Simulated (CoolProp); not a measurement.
The fluid at 298.15 K and 13.8 MPa flows at 0.22 m/s in a round tube of 50 mm bore and 1.5 µm roughness, fully developed (64/Re and Nu = 3.66 if laminar; Colebrook and Gnielinski if turbulent). The same conditions are run with several fluids, on thermodynamics alone (safety and materials aside).

Model: reference Helmholtz-energy equation of state of each fluid (benzene: Thol 2012; water: Wagner 2002; carbon dioxide: Span 1996; R22: Kamei 1995; n-octane: Beckmüller 2019), in CoolProp.

```tsv
fluid	Reynolds number	Darcy friction factor	pressure drop (Pa/m)	heat-transfer coefficient (W/(m² K))	mass flow (kg/h)
benzene	14400	0.0282	12.1	337	1380
water	12400	0.0292	14.2	1110	1560
carbon dioxide	113000	0.0177	7.42	732	1350
R22	87600	0.0186	11.3	545	1950
n-octane	13300	0.0287	9.87	305	1100
```

Transport values come from each fluid's own correlations; those of R22 are estimates that may be off by 10 % or more.
